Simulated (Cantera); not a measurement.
A closed system holds: 1 mol SiHCl3, 0.55 mol NH3, 89 mol H2, at 750 Torr.

These are equilibrium values from Cantera (NASA tables, ideal gas, pure condensed phases), not measurements of a reactor. Candidate condensed phases: NH4Cl, Si, Si3N4; 28 gas species. The tables' values for SiCl3 are old estimates; treat these amounts as uncertain. Equilibrium is a limit: real reactors are often held back by kinetics, nucleation or transport. All values below are at 1123 K.

Base state: H2 0.981, HCl 0.0122, SiHCl3 0.00313, SiCl4 0.00226, SiH2Cl2 0.000530, SiCl2 0.000276, SiCl3 0.000224, SiH3Cl 2.40e-5 (mole fractions); condensed: Si3N4(s).

What changes in the equilibrium state with this change: pressure from 750 Torr to 10.0 Torr?


| species | before | after |
|---|---|---|
| H2 | 0.981 | 0.972 |
| HCl | 0.0122 | 0.0252 |
| SiCl2 | 0.000276 | 0.00138 |
| SiHCl3 | 0.00313 | 0.000431 |
| SiH3Cl | 2.40e-5 | 7.58e-7 |
| SiH2Cl2 | 0.000530 | 3.50e-5 |
| SiCl4 | 0.00226 | 0.000651 |
| Si3N4(s), mol | 0.138 | 0.137 |
| Si(s), mol | 0 | 0.334 |
Mutual solubility and eutectic melting of coexisting phases are not modelled.
